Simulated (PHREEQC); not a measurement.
Solution (25 °C and 300 atm): 0.17 mol/kgw FeCl3, 0.0034 mol/kgw CaCl2, 0.00085 mol/kgw HCl and 0.033 mol/kgw Na2SO4. Closed to the air; pH follows from the charge balance.

Computed with PHREEQC (ion-association model, phreeqc.dat).

Precipitation was switched off in this run.

Question: Estimate the pH, ionic strength, activity of water.

Answer: pH 1.94; ionic strength 0.566 mol/kgw; activity of water 0.989.

Question: In which forms is Fe present?

Answer: FeCl+2 44 %, FeCl2+ 19 %, FeSO4+ 15 %, Fe+3 11 %, Fe2(OH)2+4 5.3 %, FeOH+2 3.3 % of the Fe.

Examples of supersaturated solids here: Hematite (slow to form), Goethite (slow to form). Others may be too. Under pressure, the constants of complexes without a molar volume in the database are unreliable.
